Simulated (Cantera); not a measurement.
Ignition delay

Mixture: C3H8 : O2 : N2 = 1 : 5.49 : 20.7 (molar parts), equivalence ratio 0.91, at 300 Torr, adiabatic and at constant pressure. Ignition delay is the time to a rise of 400 K.

Computed with Cantera and GRI-Mech 3.0 (53 species, 325 reactions). GRI-Mech 3.0 was tuned for natural gas; its chemistry of propane as a main component is partial and can be far from experiment.

```json
[
 {"T0 (K)": "1425", "delay (ms)": "0.290"},
 {"T0 (K)": "1500", "delay (ms)": "0.141"},
 {"T0 (K)": "1575", "delay (ms)": "0.0805"},
 {"T0 (K)": "1650", "delay (ms)": "0.0514"},
 {"T0 (K)": "1725", "delay (ms)": "0.0358"}
]
```

```yaml
apparent activation energy between 1575 and 1725 K: 120 kJ/mol
```
